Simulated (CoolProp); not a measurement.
The fluid at 298.15 K and 0.187 MPa expands adiabatically to 0.019 MPa with isentropic efficiency 0.8. The same conditions are run with several fluids, on thermodynamics alone (safety and materials aside).

Model: reference Helmholtz-energy equation of state of each fluid (R142b: Lemmon 2006; ethane: Bücker 2006; propylene: Lemmon 2013; R115: Lemmon 2016; R507A: Lemmon 2003), in CoolProp. Blends and air are pseudo-pure fits.

Task: Rank R142b, ethane, propylene, R115, R507A by work (kJ/kg), highest first.

Result: ethane (123), propylene (90.6), R507A (40.0), R142b (38.8), R115 (26.3)

| fluid | final temperature (K) | final density (kg/m³) |
|---|---|---|
| R142b | 243.9 | 0.951 |
| ethane | 219.0 | 0.315 |
| propylene | 231.0 | 0.419 |
| R115 | 257.4 | 1.38 |
| R507A | 245.9 | 0.925 |
